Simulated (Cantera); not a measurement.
Charge: 1 mol CH3SiCl3, 2.1 mol H2, 0.11 mol HCl, equilibrated at 2475 K and 10.5 Torr.

Equilibrium computed with Cantera from the NASA thermochemical tables; the gas is ideal and each condensed phase is pure. Candidate condensed phases: C, C6H6, C7H8, C8H18, Si, SiC; 109 gas species. The feed counts by its element totals alone. The tables' values for SiCl, SiCl3 are old estimates; treat these amounts as uncertain. Gases not in the tables: Si2H6 and higher silanes. Rates play no part.

Base state: H2 0.375, HCl 0.289, H 0.116, SiCl2 0.0641, Cl 0.0635, Si 0.0539, SiCl 0.0140, SiC2 0.0130 (mole fractions); condensed: C(graphite).

Problem. What changes in the equilibrium state with this change: H2 from 2.1 to 1100 mol?

Solution. 
```csv
species,before,after
H2,0.375,0.824
H,0.116,0.173
HCl,0.289,0.00224
SiCl2,0.0641,2.58e-8
SiCl,0.0140,1.07e-6
SiC2,0.0130,9.41e-6
Cl,0.0635,0.000332
Si,0.0539,0.000791
SiCl3,0.000216,<1e-9
Si2C,0.00614,2.94e-7
Si2,0.000266,5.73e-8
C2HCl,3.09e-5,1.18e-8
SiC,2.17e-5,7.07e-8
"C(graphite), mol",0.750,0
```

Problem. What changes in the equilibrium state with this change: temperature from 2475 K to 1298 K?

Solution. 
```tsv
species	before	after
HCl	0.289	0.497
H2	0.375	0.471
SiCl4	4.66e-7	0.0230
H	0.116	6.21e-6
Si	0.0539	<1e-9
SiC2	0.0130	<1e-9
SiCl	0.0140	3.88e-9
Cl	0.0635	5.54e-6
SiCl2	0.0641	0.00410
Si2C	0.00614	<1e-9
SiH	0.00107	<1e-9
Si2	0.000266	<1e-9
C(graphite), mol	0.750	0.163
SiC(s), mol	0	0.837
```
The tables' values for SiCl3 are old estimates; treat these amounts as uncertain.
